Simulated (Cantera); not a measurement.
Feed: 1 mol HMDSO, 0.06 mol O2, 1.3 mol H2, held at 1500 K.

Cantera equilibrium calculation (NASA polynomials, part measured and part estimated; ideal gas, pure solids and liquids). Candidate condensed phases: C, C6H6, C7H8, C8H18, H2O, Si, SiC, SiO2; 123 gas species. The feed counts by its element totals alone. Mutual solubility and eutectic melting of coexisting phases are not modelled. The tables hold silica as quartz up to 1696 K and as liquid above; real silica turns to tridymite and cristobalite and melts near 1996 K. Equilibrium is a limit: real reactors are often held back by kinetics, nucleation or transport.

Task: Which condensed phases are stable at each of these points (P (Pa)): 5, 21, 85, 350, 1400, 5900, 24000, 100000?

Result: 
| P (Pa) | condensed phases | Si condensed (%) |
|---|---|---|
| 5 | C(graphite) + SiC(s) | 99.9 |
| 21 | C(graphite) + SiC(s) | 99.9 |
| 85 | C(graphite) + SiC(s) | 99.9 |
| 350 | C(graphite) + SiC(s) | 99.9 |
| 1400 | C(graphite) + SiC(s) | 99.9 |
| 5900 | C(graphite) + SiC(s) | 99.9 |
| 24000 | C(graphite) + SiC(s) + SiO2(β-quartz) | 99.9 |
| 100000 | C(graphite) + SiC(s) + SiO2(β-quartz) | 100.0 |

From 5.00 Pa to 5900 Pa the condensed part is C(graphite) + SiC(s). From 24000 Pa to 100000 Pa the condensed part is C(graphite) + SiC(s) + SiO2(β-quartz).
